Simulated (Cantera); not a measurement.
Input: 1 mol SiH₂Cl₂, 3 mol HCl, 330 mol H₂, at 1223 K and 2.25 Torr.

Method: chemical equilibrium by Gibbs-energy minimisation in Cantera with the NASA 1993 tables (ideal gas, pure condensed phases). Candidate condensed phases: Si; 19 gas species. Equilibrium is a limit: real reactors are often held back by kinetics, nucleation or transport.

Base state: H₂ 0.986, HCl 0.0139, SiCl₂ 0.000479 (mole fractions); condensed: Si(s).

What changes in the equilibrium state with this change: SiH₂Cl₂ replaced by Si₂Cl₆?


```json
[
 {"species": "H₂", "before": "0.986", "after": "0.975"},
 {"species": "HCl", "before": "0.0139", "after": "0.0238"},
 {"species": "SiCl₂", "before": "0.000479", "after": "0.00141"},
 {"species": "SiCl₃", "before": "8.31e-6", "after": "4.20e-5"},
 {"species": "SiHCl₃", "before": "2.51e-6", "after": "1.26e-5"},
 {"species": "Si(s), mol", "before": "0.835", "after": "1.50"}
]
```
The feed counts by its element totals alone. The tables' values for SiCl₃ are old estimates; treat these amounts as uncertain.
